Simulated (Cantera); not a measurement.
Input: 1 mol Ti, 0.46 mol H2O, 43 mol CO, held at 1148 K and 1.00 bar.

These are equilibrium values from Cantera (NASA tables, ideal gas, pure condensed phases), not measurements of a reactor. Candidate condensed phases: C, C6H6, C7H8, C8H18, H2O, Ti, TiC, TiO, TiO2, Ti2O3, Ti3O5, Ti4O7; 113 gas species. The numbers say what is thermodynamically allowed, not how fast it happens.

Base state: CO 0.952, CO2 0.0369, H2 0.0109, H2O 0.000498 (mole fractions); condensed: C(graphite) + TiO2(rutile).

Q: What changes in the equilibrium state with this change: temperature from 1148 K to 1875 K?

A: 
```tsv
species	before	after
CO	0.952	0.989
H2	0.0109	0.0106
CO2	0.0369	0.000246
H2O	0.000498	1.09e-5
H	7.47e-9	6.76e-5
C(graphite), mol	3.05	0
TiO2(rutile), mol	1.00	0
TiC(s), mol	0	0.420
Ti2O3(s), mol	0	0.290
```
Mutual solubility and eutectic melting of coexisting phases are not modelled. TiC: taken at fixed stoichiometry.

Q: What changes in the equilibrium state with this change: temperature from 1148 K to 1223 K?

A: 
```tsv
species	before	after
CO	0.952	0.976
CO2	0.0369	0.0131
H2	0.0109	0.0109
H2O	0.000498	0.000214
C(graphite), mol	3.05	2.09
TiO2(rutile), mol	1.00	1.00
```

Q: What changes in the equilibrium state with this change: CO from 43 to 0.73 mol?

A: 
| species | before | after |
|---|---|---|
| H2 | 0.0109 | 0.977 |
| CH4 | 2.82e-6 | 0.0227 |
| CO | 0.952 | 0.000434 |
| CO2 | 0.0369 | 7.66e-9 |
| H2O | 0.000498 | 2.04e-5 |
| C(graphite), mol | 3.05 | 0.433 |
| TiO2(rutile), mol | 1.00 | 0 |
| TiC(s), mol | 0 | 0.286 |
| Ti3O5(s), mol | 0 | 0.238 |
Mutual solubility and eutectic melting of coexisting phases are not modelled. TiC: taken at fixed stoichiometry.
